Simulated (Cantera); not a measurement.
Source: NASA polynomial tables (part measured, part estimated), evaluated in Cantera. Values are per mole of reaction as written; species without (g) are pure solids or liquids, kept so even where they would boil at 1 bar.

Task: Between 1373 and 1823 K, where is each reaction favourable under standard conditions?
- Pb + H₂S(g) ⇌ PbS + H₂(g)

Result: 
- Pb + H₂S(g) ⇌ PbS + H₂(g): ΔG° is -20 kJ at 1373 K and -11 kJ at 1823 K; it stays negative (K > 1). ΔH° is -42 kJ and ΔS° -17 J/K at 1823 K.
